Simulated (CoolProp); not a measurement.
Vapour-liquid equilibrium of CHF3 (R23) (1) + R143a (2) at 267.9 K; x and y are mole fractions of (1).

Model: multi-fluid Helmholtz-energy mixture model, Penoncello 2003 and Lemmon and Jacobsen 2000; pair parameters Bell 2016, in CoolProp.

Give the bubble pressure and the first vapour's composition at x = 0.45, 0.85, 0.95. Is there an azeotrope?

x = 0.45: 1.190 MPa, y = 0.714; x = 0.85: 1.876 MPa, y = 0.936; x = 0.95: 2.061 MPa, y = 0.979. No azeotrope shows between x = 0.05 and 0.95.

The pair parameters rest on a limited set of measurements; away from them the model extrapolates.
